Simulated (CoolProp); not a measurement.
Vapour-liquid equilibrium of R152A (1) + isobutene (2) at 0.397 bar; x and y are mole fractions of (1).

Values from CoolProp's multi-fluid Helmholtz-energy mixture model, Outcalt 1996 and Lemmon 2005; pair parameters Bell 2016.

Task: Give the bubble temperature and the first vapour's composition at x = 0.125, 0.35, 0.575. Is there an azeotrope?

Result: x = 0.125: -37.9 °C, y = 0.429; x = 0.35: -42.7 °C, y = 0.623; x = 0.575: -44.1 °C, y = 0.700. y crosses x between x = 0.725 and 0.8: the model has an azeotrope there.

The pair parameters rest on a limited set of measurements; away from them the model extrapolates.
